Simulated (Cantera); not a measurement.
Feed: 1 mol S, 0.098 mol H2, equilibrated at 1502 °C and 0.120 Torr.

Equilibrium computed with Cantera from the NASA thermochemical tables; the gas is ideal and each condensed phase is pure. Candidate condensed phases: S; 7 gas species. The numbers say what is thermodynamically allowed, not how fast it happens.

Base state: S2 0.786, H2 0.147, S 0.0424, SH 0.0138, H 0.00876, H2S 0.00194 (mole fractions); condensed: gas only.

What changes in the equilibrium state with this change: S replaced by PH3?


| species | before | after |
|---|---|---|
| H2 | 0.147 | 0.743 |
| P2 | 0 | 0.234 |
| H | 0.00876 | 0.0197 |
| S2 | 0.786 | 0 |
| S | 0.0424 | 0 |
| SH | 0.0138 | 0 |
| P | 0 | 0.00238 |
| H2S | 0.00194 | 0 |
| PH | 0 | 7.19e-5 |
Further candidate phases: P.

What changes in the equilibrium state with this change: S replaced by N2O?


| species | before | after |
|---|---|---|
| N2 | 0 | 0.641 |
| O2 | 0 | 0.285 |
| H2O | 0 | 0.0602 |
| S2 | 0.786 | 0 |
| S | 0.0424 | 0 |
| SH | 0.0138 | 0 |
| H2 | 0.147 | 0.000379 |
| OH | 0 | 0.00441 |
| O | 0 | 0.00404 |
Further candidate phases: H2O.

What changes in the equilibrium state with this change: temperature from 1502 °C to 1825 °C?


```tsv
species	before	after
S2	0.786	0.497
S	0.0424	0.327
H2	0.147	0.0861
H	0.00876	0.0714
SH	0.0138	0.0182
H2S	0.00194	0.000351
```
